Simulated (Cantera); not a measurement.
**Premixed flame**

A freely propagating, adiabatic, planar premixed flame of 8.99 % CH4, 0.306 % C2H6, 19.1 % O2, 71.6 % N2, unburnt at 323 K and 14000 Pa; mixture-averaged transport, grid criteria slope 0.08 and curve 0.16, no radiation.

Detailed kinetics in Cantera: GRI-Mech 3.0 (53 species, 325 reactions). Burning velocities carry a grid error of a few per cent, more on coarse grids.

| z (mm) | T (K) | u (m/s) | x CH4 | x C2H6 | x O2 | x C2H2 | x NO | x OH |
|---|---|---|---|---|---|---|---|---|
| -6.63 | 323 | 0.672 | 0.0899 | 0.00306 | 0.191 | <1e-8 | <1e-8 | <1e-8 |
| -4.42 | 323 | 0.673 | 0.0897 | 0.00305 | 0.190 | <1e-8 | <1e-8 | <1e-8 |
| -3.31 | 325 | 0.677 | 0.0895 | 0.00305 | 0.190 | <1e-8 | <1e-8 | <1e-8 |
| -2.21 | 357 | 0.749 | 0.0874 | 0.00302 | 0.187 | 4.36e-7 | 2.83e-8 | 1.96e-6 |
| -1.10 | 760 | 1.62 | 0.0660 | 0.00276 | 0.159 | 1.63e-5 | 8.02e-7 | 5.07e-5 |
| -0.552 | 1195 | 2.59 | 0.0380 | 0.00162 | 0.118 | 5.47e-5 | 2.14e-6 | 0.000368 |
| 0 | 1594 | 3.48 | 0.0102 | 0.000132 | 0.0694 | 0.000105 | 4.60e-6 | 0.00231 |
| 0.552 | 1756 | 3.84 | 0.000969 | 7.31e-7 | 0.0401 | 2.53e-5 | 7.74e-6 | 0.00586 |
| 1.10 | 1790 | 3.91 | 4.90e-5 | <1e-8 | 0.0293 | 1.12e-6 | 9.75e-6 | 0.00780 |
| 2.21 | 1814 | 3.94 | 1.00e-7 | <1e-8 | 0.0238 | <1e-8 | 1.15e-5 | 0.00865 |
| 4.42 | 1842 | 3.99 | <1e-8 | <1e-8 | 0.0218 | <1e-8 | 1.32e-5 | 0.00884 |
| 8.83 | 1881 | 4.06 | <1e-8 | <1e-8 | 0.0204 | <1e-8 | 1.62e-5 | 0.00883 |
| 17.7 | 1936 | 4.16 | <1e-8 | <1e-8 | 0.0187 | <1e-8 | 2.20e-5 | 0.00862 |
x: mole fraction of selected species; z is measured from the peak of heat release.

```yaml
laminar_burning_velocity: 67.1 cm/s
thermal_thickness: 2.21 mm
peak x(C2H2): 0.000106
peak x(OH): 0.00885
grid_points: 164
```
